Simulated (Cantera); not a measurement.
A Cantera script and what it prints.

```python
import numpy as np
import cantera as ct

gas_names = """
    AL ALCL ALCL2 ALCL3 ALN ALO ALOCL ALO2 AL2 AL2CL6 AL2O AL2O2 CL CLO CL2 N NO NO2 NO3 N2 N2O O O2 O3
""".split()
cond_names = """
    AL(cr) AL(L) ALCL3(s) ALCL3(L) ALN(s) AL2O3(a) AL2O3(L)
""".split()


# ... load() reads the species with a 1 bar reference pressure and builds the phases ...
atoms = {
    'AlCl3': {'AL': 1, 'CL': 3},
    'O2': {'O': 2},
    'N2': {'N': 2},
}
top_T = {'ALN(s)': 2750}  # K; cautious upper limits of use, not melting points


# ... equilibrate(T, P, feed) seeds the gas with the atoms and calls Mixture.equilibrate('TP', solver="vcs", rtol=1e-11, max_steps=5000) ...
results = []
T = 1648  # K
P = 100000  # Pa
for m in [11, 15, 20, 26, 35, 46, 61, 80, 110, 140, 180, 240, 320]:
    feed = {'AlCl3': 1, 'O2': 0.28, 'N2': m}  # mol
    mix = equilibrate(T, P, feed)
    results.append((T, P, feed, dict(zip(mix.species_names, mix.species_moles))))
    x = sorted(zip(gas.X, gas.species_names), reverse=True)
    print(f"T = {T:g} K  P = {P:g} Pa  n(N2) = {m:g} mol  gas = {mix.phase_moles(0):.4g} mol")
    print("   x: " + "  ".join(f"{s} {v:.3e}" for v, s in x if v > 1e-06))
    print("   condensed (mol): " + ("  ".join(f"{mix.phase(i).name} {mix.phase_moles(i):.4g}"
          for i in range(1, mix.n_phases) if mix.phase_moles(i) > 1e-12) or "none"))
```

It prints:

```
T = 1648 K  P = 100000 Pa  n(N2) = 11 mol  gas = 12.35 mol
   x: N2 8.909e-01  ALCL3 5.079e-02  CL2 3.228e-02  CL 2.603e-02  NO 2.272e-05  O2 1.715e-05  CLO 2.230e-06  AL2CL6 1.374e-06  ALCL2 1.259e-06
   condensed (mol): AL2O3(a) 0.1864
T = 1648 K  P = 100000 Pa  n(N2) = 15 mol  gas = 16.37 mol
   x: N2 9.165e-01  ALCL3 3.832e-02  CL2 2.315e-02  CL 2.204e-02  NO 1.994e-05  O2 1.284e-05  CLO 1.634e-06  ALCL2 1.122e-06
   condensed (mol): AL2O3(a) 0.1864
T = 1648 K  P = 100000 Pa  n(N2) = 20 mol  gas = 21.39 mol
   x: N2 9.351e-01  ALCL3 2.932e-02  CL 1.876e-02  CL2 1.677e-02  NO 1.744e-05  O2 9.625e-06  CLO 1.204e-06  ALCL2 1.009e-06
   condensed (mol): AL2O3(a) 0.1864
T = 1648 K  P = 100000 Pa  n(N2) = 26 mol  gas = 27.41 mol
   x: N2 9.486e-01  ALCL3 2.288e-02  CL 1.610e-02  CL2 1.235e-02  NO 1.527e-05  O2 7.270e-06
   condensed (mol): AL2O3(a) 0.1864
T = 1648 K  P = 100000 Pa  n(N2) = 35 mol  gas = 36.43 mol
   x: N2 9.607e-01  ALCL3 1.722e-02  CL 1.345e-02  CL2 8.621e-03  NO 1.296e-05  O2 5.177e-06
   condensed (mol): AL2O3(a) 0.1864
T = 1648 K  P = 100000 Pa  n(N2) = 46 mol  gas = 47.46 mol
   x: N2 9.693e-01  ALCL3 1.322e-02  CL 1.133e-02  CL2 6.117e-03  NO 1.102e-05  O2 3.707e-06
   condensed (mol): AL2O3(a) 0.1864
T = 1648 K  P = 100000 Pa  n(N2) = 61 mol  gas = 62.48 mol
   x: N2 9.763e-01  ALCL3 1.004e-02  CL 9.427e-03  CL2 4.235e-03  NO 9.197e-06  O2 2.564e-06
   condensed (mol): AL2O3(a) 0.1864
T = 1648 K  P = 100000 Pa  n(N2) = 80 mol  gas = 81.51 mol
   x: N2 9.815e-01  CL 7.849e-03  ALCL3 7.695e-03  CL2 2.935e-03  NO 7.631e-06  O2 1.756e-06
   condensed (mol): AL2O3(a) 0.1864
T = 1648 K  P = 100000 Pa  n(N2) = 110 mol  gas = 111.5 mol
   x: N2 9.862e-01  CL 6.274e-03  ALCL3 5.623e-03  CL2 1.876e-03  NO 6.025e-06  O2 1.089e-06
   condensed (mol): AL2O3(a) 0.1864
T = 1648 K  P = 100000 Pa  n(N2) = 140 mol  gas = 141.6 mol
   x: N2 9.890e-01  CL 5.261e-03  ALCL3 4.431e-03  CL2 1.319e-03  NO 4.974e-06
   condensed (mol): AL2O3(a) 0.1864
T = 1648 K  P = 100000 Pa  n(N2) = 180 mol  gas = 181.6 mol
   x: N2 9.913e-01  CL 4.353e-03  ALCL3 3.454e-03  CL2 9.027e-04  NO 4.024e-06
   condensed (mol): AL2O3(a) 0.1864
T = 1648 K  P = 100000 Pa  n(N2) = 240 mol  gas = 241.6 mol
   x: N2 9.933e-01  CL 3.477e-03  ALCL3 2.596e-03  CL2 5.759e-04  NO 3.109e-06
   condensed (mol): AL2O3(a) 0.1864
T = 1648 K  P = 100000 Pa  n(N2) = 320 mol  gas = 321.6 mol
   x: N2 9.949e-01  CL 2.754e-03  ALCL3 1.950e-03  CL2 3.615e-04  NO 2.363e-06
   condensed (mol): AL2O3(a) 0.1864
```

Cantera equilibrium calculation (NASA polynomials, part measured and part estimated; ideal gas, pure solids and liquids).
